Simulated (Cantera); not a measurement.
Charge: 1 mol PbS, 1400 mol H2, 1.2 mol N2, equilibrated at 2150 K and 2.78 Torr.

Equilibrium computed with Cantera from the NASA thermochemical tables; the gas is ideal and each condensed phase is pure. Candidate condensed phases: Pb, PbS, S; 18 gas species. Equilibrium is a limit: real reactors are often held back by kinetics, nucleation or transport.

Base state: H2 0.931, H 0.0669, N2 0.000827, Pb 0.000688, S 0.000355, SH 0.000256, H2S 6.22e-5 (mole fractions); condensed: gas only.

**Question.** What changes in the equilibrium state with this change: PbS replaced by Cr2O3?

**Answer.** 
```csv
species,before,after
H2,0.931,0.929
H,0.0669,0.0668
H2O,0,0.00204
Cr,0,0.00138
Pb,0.000688,0
S,0.000355,0
SH,0.000256,0
H2S,6.22e-5,0
OH,0,1.90e-5
```
Further candidate phases: Cr, CrN, Cr2N, Cr2O3, H2O.
